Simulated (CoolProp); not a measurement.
The numbers come from the reference Helmholtz-energy equation of state, Setzmann 1991 in CoolProp.

Question: For methane, give the phase and the Z, cv (kJ/(kg K)), expansivity (1/kK), viscosity (µPa s) at 193.9 K and 1770 kPa; 193.9 K and 3540 kPa.

Answer: 
- 193.9 K and 1770 kPa: gas; Z 0.866, cv 1.66, expansivity 7.94, viscosity 7.90
- 193.9 K and 3540 kPa: gas; Z 0.687, cv 1.83, expansivity 16.5, viscosity 8.86

Viscosity comes from a separate model (Quiñones-Cisneros 2006).
